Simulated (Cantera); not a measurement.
Charge: 1 mol CCl4, 1.1 mol H2, at 29.3 Torr.

Method: chemical equilibrium by Gibbs-energy minimisation in Cantera with the NASA 1993 tables (ideal gas, pure condensed phases). Candidate condensed phases: C, C6H6, C7H8, C8H18; 103 gas species. Ions and electrons are included (thermal ionisation). Kinetics and transport are ignored. All values below are at 1727 °C.

Base state: HCl 0.557, Cl 0.430, Cl2 0.0132, H 6.55e-5, H2 6.32e-5 (mole fractions); condensed: C(graphite).

Question: What changes in the equilibrium state with this change: H2 from 1.1 to 4.9 mol?

Answer: 
```
species            before     after
----------------  -------  --------
HCl                 0.557     0.571
H2                6.32e-5     0.418
Cl                  0.430   0.00542
Cl2                0.0132   2.10e-6
C2H2 (acetylene)  4.86e-8  0.000321
H                 6.55e-5   0.00532
C(graphite), mol    1.000     0.995
```
